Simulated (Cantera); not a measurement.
Thermodynamics of silicon oxide and oxynitride deposition, feed Si₂H₆ + N₂O + N₂ + O₂

A closed system holds: 1 mol Si₂H₆, 16 mol N₂O, 15 mol N₂, 0.32 mol O₂, at 1.33 mbar.

Cantera equilibrium calculation (NASA polynomials, part measured and part estimated; ideal gas, pure solids and liquids). Candidate condensed phases: H₂O, Si, SiO₂, Si₂N₂O, Si₃N₄; 35 gas species. The feed counts by its element totals alone. The tables hold silica as quartz up to 1696 K and as liquid above; real silica turns to tridymite and cristobalite and melts near 1996 K. The numbers say what is thermodynamically allowed, not how fast it happens.

At 823 K the condensed part is SiO₂(α-quartz). From 923 K to 1623 K the condensed part is SiO₂(β-quartz). At 1723 K the condensed part is SiO₂(condensed).

| T (K) | x N₂ | x O₂ | x H₂O | x NO | x OH | x O | n SiO₂(α-quartz) | n SiO₂(β-quartz) | n SiO₂(condensed) |
|---|---|---|---|---|---|---|---|---|---|
| 823 | 0.799 | 0.124 | 0.0773 | 2.28e-6 | 6.96e-9 | 2.22e-12 | 2.00 | 0 | 0 |
| 923 | 0.799 | 0.124 | 0.0773 | 9.68e-6 | 9.09e-8 | 1.20e-10 | 0 | 2.00 | 0 |
| 1023 | 0.799 | 0.124 | 0.0773 | 3.10e-5 | 7.20e-7 | 3.00e-9 | 0 | 2.00 | 0 |
| 1123 | 0.799 | 0.124 | 0.0773 | 8.07e-5 | 3.95e-6 | 4.24e-8 | 0 | 2.00 | 0 |
| 1223 | 0.798 | 0.124 | 0.0773 | 0.000180 | 1.64e-5 | 3.90e-7 | 0 | 2.00 | 0 |
| 1323 | 0.798 | 0.124 | 0.0773 | 0.000355 | 5.50e-5 | 2.57e-6 | 0 | 2.00 | 0 |
| 1423 | 0.798 | 0.124 | 0.0772 | 0.000636 | 0.000155 | 1.30e-5 | 0 | 2.00 | 0 |
| 1523 | 0.798 | 0.124 | 0.0771 | 0.00105 | 0.000383 | 5.31e-5 | 0 | 2.00 | 0 |
| 1623 | 0.797 | 0.123 | 0.0768 | 0.00164 | 0.000844 | 0.000183 | 0 | 2.00 | 0 |
| 1723 | 0.797 | 0.122 | 0.0762 | 0.00243 | 0.00169 | 0.000544 | 0 | 0 | 2.00 |
x: gas mole fraction; n: condensed amount in mol.
